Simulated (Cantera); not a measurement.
# Low-pressure radical oxidation in H2/O2

An isothermal, constant-pressure homogeneous reactor starts with H2 : O2 : H2O = 0.014 : 1 : 0.0029 (molar parts), equivalence ratio 0.0070, at 1025 K and 0.0267 bar.

Computed with Cantera and GRI-Mech 3.0 (53 species, 325 reactions). Radical loss at walls, strong at low pressure, is not modelled.

```json
[
 {"t (s)": "4.00e-5", "x H2": "0.0138", "x O2": "0.983", "x H": "1.49e-11", "x H2O2": "<1e-12", "x O": "5.90e-12", "x OH": "5.60e-12", "x H2O": "0.00285"},
 {"t (s)": "0.000129", "x H2": "0.0138", "x O2": "0.983", "x H": "3.28e-11", "x H2O2": "<1e-12", "x O": "4.34e-11", "x OH": "3.66e-11", "x H2O": "0.00285"},
 {"t (s)": "0.000415", "x H2": "0.0138", "x O2": "0.983", "x H": "9.65e-11", "x H2O2": "<1e-12", "x O": "3.15e-10", "x OH": "2.07e-10", "x H2O": "0.00285"},
 {"t (s)": "0.00134", "x H2": "0.0138", "x O2": "0.983", "x H": "1.31e-9", "x H2O2": "<1e-12", "x O": "6.23e-9", "x OH": "3.44e-9", "x H2O": "0.00285"},
 {"t (s)": "0.00431", "x H2": "0.0137", "x O2": "0.983", "x H": "3.74e-6", "x H2O2": "1.16e-10", "x O": "1.82e-5", "x OH": "9.88e-6", "x H2O": "0.00287"},
 {"t (s)": "0.0139", "x H2": "0.000148", "x O2": "0.978", "x H": "0.000547", "x H2O2": "8.85e-8", "x O": "0.00501", "x OH": "0.000530", "x H2O": "0.0160"},
 {"t (s)": "0.0447", "x H2": "1.99e-5", "x O2": "0.982", "x H": "5.09e-5", "x H2O2": "5.83e-8", "x O": "0.00118", "x OH": "0.000211", "x H2O": "0.0166"},
 {"t (s)": "0.144", "x H2": "2.55e-6", "x O2": "0.983", "x H": "2.61e-6", "x H2O2": "4.13e-8", "x O": "0.000165", "x OH": "7.78e-5", "x H2O": "0.0167"},
 {"t (s)": "0.464", "x H2": "2.76e-7", "x O2": "0.983", "x H": "1.12e-7", "x H2O2": "1.97e-8", "x O": "2.01e-5", "x OH": "2.74e-5", "x H2O": "0.0167"},
 {"t (s)": "1.50", "x H2": "3.44e-8", "x O2": "0.983", "x H": "6.12e-9", "x H2O2": "6.47e-9", "x O": "2.87e-6", "x OH": "1.05e-5", "x H2O": "0.0167"},
 {"t (s)": "4.82", "x H2": "5.70e-9", "x O2": "0.983", "x H": "4.92e-10", "x H2O2": "1.82e-9", "x O": "5.34e-7", "x OH": "4.52e-6", "x H2O": "0.0167"},
 {"t (s)": "15.5", "x H2": "1.22e-9", "x O2": "0.983", "x H": "5.42e-11", "x H2O2": "5.10e-10", "x O": "1.23e-7", "x OH": "2.17e-6", "x H2O": "0.0167"},
 {"t (s)": "50.0", "x H2": "3.08e-10", "x O2": "0.983", "x H": "7.30e-12", "x H2O2": "1.48e-10", "x O": "3.23e-8", "x OH": "1.11e-6", "x H2O": "0.0167"}
]
```
x: mole fraction; the columns are a selection and need not sum to one.

Equilibrium at this temperature and pressure: H2 1.88e-11, O2 0.983, H <1e-12, H2O2 1.04e-11, O 2.02e-9, OH 2.77e-7, H2O 0.0167 (gas phase only).
